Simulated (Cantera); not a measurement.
Input (Python, Cantera):

```python
import numpy as np
import cantera as ct

gas = ct.Solution("gri30.yaml")
gas.TPX = 800, 101325, {'H2': 1, 'O2': 0.5, 'N2': 3.55, 'H2O': 0.92}
inlet = ct.Reservoir(gas, clone=True)
gas.equilibrate("HP")  # start burning
reactor = ct.IdealGasConstPressureReactor(gas, energy="on", clone=False)
exhaust = ct.Reservoir(gas, clone=True)
tau = [0.04, 0.019, 0.0091, 0.0043, 0.002, 0.00097, 0.00046, 0.00022, 0.0001, 4.9e-05, 2.3e-05, 1.1e-05][0]
for a, b in ((inlet, reactor), (reactor, exhaust)):
    ct.MassFlowController(a, b, mdot=lambda t: reactor.mass / tau)
net = ct.ReactorNet([reactor])
show = ['H2', 'O2', 'H2O', 'N2O', 'OH', 'HO2']

rows = []
print(f"{'tau/s':>10s}{'T/K':>9s}" + "".join(f"{s:>11s}" for s in show))
for tau in [0.04, 0.019, 0.0091, 0.0043, 0.002, 0.00097, 0.00046, 0.00022, 0.0001, 4.9e-05, 2.3e-05, 1.1e-05]:
    net.initial_time = 0.0
    net.advance(30 * tau)
    before = gas.X
    net.advance(40 * tau)
    drift = np.max(np.abs(gas.X - before) / (gas.X + 1e-9))
    rows.append([gas.T, *gas[show].X, drift])
    print(f"{tau:10.3e}{gas.T:9.1f}" + "".join(f"{x:11.3e}" for x in gas[show].X))
```

It prints:

```
     tau/s      T/K         H2         O2        H2O        N2O         OH        HO2
 4.000e-02   1915.7  7.563e-03  3.254e-03  3.402e-01  5.973e-08  2.376e-03  1.024e-06
 1.900e-02   1898.7  9.392e-03  4.090e-03  3.375e-01  6.410e-08  2.896e-03  1.590e-06
 9.100e-03   1876.6  1.164e-02  5.139e-03  3.340e-01  6.670e-08  3.504e-03  2.408e-06
 4.300e-03   1847.0  1.442e-02  6.484e-03  3.296e-01  6.779e-08  4.200e-03  3.587e-06
 2.000e-03   1807.6  1.778e-02  8.192e-03  3.240e-01  6.756e-08  4.942e-03  5.253e-06
 9.700e-04   1760.1  2.140e-02  1.016e-02  3.177e-01  6.630e-08  5.585e-03  7.374e-06
 4.600e-04   1699.1  2.551e-02  1.259e-02  3.100e-01  6.398e-08  6.063e-03  1.028e-05
 2.200e-04   1625.8  2.995e-02  1.548e-02  3.014e-01  6.051e-08  6.202e-03  1.416e-05
 1.000e-04   1532.1  3.568e-02  1.945e-02  2.905e-01  5.489e-08  5.823e-03  2.017e-05
 4.900e-05   1430.8  4.420e-02  2.490e-02  2.775e-01  4.645e-08  4.871e-03  2.929e-05
 2.300e-05   1259.7  7.599e-02  4.098e-02  2.445e-01  2.415e-08  2.530e-03  5.835e-05
 1.100e-05    800.0  1.675e-01  8.375e-02  1.541e-01 -3.150e-21  2.318e-16  2.146e-13
```

Model: GRI-Mech 3.0 (53 species, 325 reactions), integrated in Cantera.
